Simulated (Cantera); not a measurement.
Mixture: CO : H₂ : O₂ : N₂ : CO₂ = 1 : 0.045 : 0.475 : 1.79 : 0.07 (molar parts), at 1.00 bar, adiabatic and at constant volume. Ignition delay is the time to a rise of 400 K.

Computed with Cantera and GRI-Mech 3.0 (53 species, 325 reactions). Where the delays flatten at high temperature, the 400 K rule measures the pace of heat release, not the induction time.

Q: What does this change do: pressure from 1.00 bar to 6.30 bar?

A: 
| quantity | before | after |
|---|---|---|
| delay at 1100 K | 0.279 ms | 0.331 ms |
| delay at 1200 K | 0.156 ms | 53.1 µs |
| delay at 1300 K | 0.111 ms | 21.3 µs |
| delay at 1400 K | 89.3 µs | 13.0 µs |
| delay at 1500 K | 78.5 µs | 9.52 µs |
The hydrogen kinetics of GRI-Mech 3.0 are dated; newer H2 mechanisms differ, most at raised pressure.
